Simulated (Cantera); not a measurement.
Input: 1 mol SiH4, 0.77 mol NH3, 60 mol N2, at 1498 K and 9.10 mbar.

Equilibrium computed with Cantera from the NASA thermochemical tables; the gas is ideal and each condensed phase is pure. Candidate condensed phases: Si, Si3N4; 18 gas species. Equilibrium is a limit: real reactors are often held back by kinetics, nucleation or transport.

Base state: N2 0.950, H2 0.0502, H 4.03e-5 (mole fractions); condensed: Si3N4(s).

Task: What changes in the equilibrium state with this change: SiH4 replaced by SiH2Cl2?

Result: 
| species | before | after |
|---|---|---|
| N2 | 0.950 | 0.950 |
| HCl | 0 | 0.0254 |
| H2 | 0.0502 | 0.0215 |
| SiCl2 | 0 | 0.00293 |
| SiCl3 | 0 | 0.000122 |
| Cl | 0 | 2.52e-5 |
| SiCl4 | 0 | 1.63e-5 |
| H | 4.03e-5 | 2.64e-5 |
| Si3N4(s), mol | 0.333 | 0.269 |
The tables' values for SiCl3 are old estimates; treat these amounts as uncertain. Further candidate phases: NH4Cl.
